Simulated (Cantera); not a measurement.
Input: 1 mol SO2, held at 2348 K and 1 atm.

These are equilibrium values from Cantera (NASA tables, ideal gas, pure condensed phases), not measurements of a reactor. Candidate condensed phases: S; 10 gas species. Equilibrium is a limit: real reactors are often held back by kinetics, nucleation or transport.

Base state: SO2 0.968, SO 0.0208, O2 0.0102, O 0.000654, SO3 0.000241, S 0.000121, S2 3.01e-5, S2O 1.77e-5 (mole fractions); condensed: gas only.

### Question
What changes in the equilibrium state with this change: temperature from 2348 K to 2975 K?

### Answer
```csv
species,before,after
SO2,0.968,0.738
SO,0.0208,0.154
O2,0.0102,0.0719
O,0.000654,0.0277
S,0.000121,0.00679
S2,3.01e-5,0.000846
S2O,1.77e-5,0.000177
SO3,0.000241,0.000183
```

### Question
What changes in the equilibrium state with this change: temperature from 2348 K to 3023.15 K?

### Answer
```
species    before     after
-------  --------  --------
SO2         0.968     0.706
SO         0.0208     0.171
O2         0.0102    0.0791
O        0.000654    0.0342
S        0.000121   0.00858
S2        3.01e-5   0.00102
S2O       1.77e-5  0.000198
SO3      0.000241  0.000173
```
